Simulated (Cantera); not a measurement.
Charge: 1 mol Fe₂O₃, 1.5 mol C, 0.015 mol CO, held at 2575 K and 11.0 Pa.

These are equilibrium values from Cantera (NASA tables, ideal gas, pure condensed phases), not measurements of a reactor. Candidate condensed phases: C, Fe, Fe(CO)₅, FeO, Fe₂O₃, Fe₃O₄; 15 gas species. Rates play no part.

Base state: Fe 0.407, CO 0.303, O 0.261, O₂ 0.0174, CO₂ 0.00775, FeO 0.00383 (mole fractions); condensed: gas only.

Question: What changes in the equilibrium state with this change: pressure from 11.0 Pa to 73.0 mbar?

Answer: 
```json
[
 {"species": "CO", "before": "0.303", "after": "0.564"},
 {"species": "Fe", "before": "0.407", "after": "0.317"},
 {"species": "CO₂", "before": "0.00775", "after": "0.0951"},
 {"species": "O", "before": "0.261", "after": "0.00260"},
 {"species": "O₂", "before": "0.0174", "after": "0.00114"},
 {"species": "FeO", "before": "0.00383", "after": "0.0197"},
 {"species": "FeO(l), mol", "before": "0", "after": "1.22"}
]
```
The tables' stoichiometric FeO is somewhat more stable than real wüstite, so its field is too wide. FeO: taken at fixed stoichiometry.

Question: What changes in the equilibrium state with this change: pressure from 11.0 Pa to 1.00 bar?

Answer: 
```tsv
species	before	after
CO	0.303	0.880
CO₂	0.00775	0.0678
Fe	0.407	0.0507
O	0.261	8.66e-5
O₂	0.0174	1.74e-5
FeO	0.00383	0.00144
Fe(l), mol	0	0.527
FeO(l), mol	0	1.39
```
Each liquid is taken as pure. Mutual solubility and eutectic melting of coexisting phases are not modelled. The tables' stoichiometric FeO is somewhat more stable than real wüstite, so its field is too wide. FeO: taken at fixed stoichiometry.
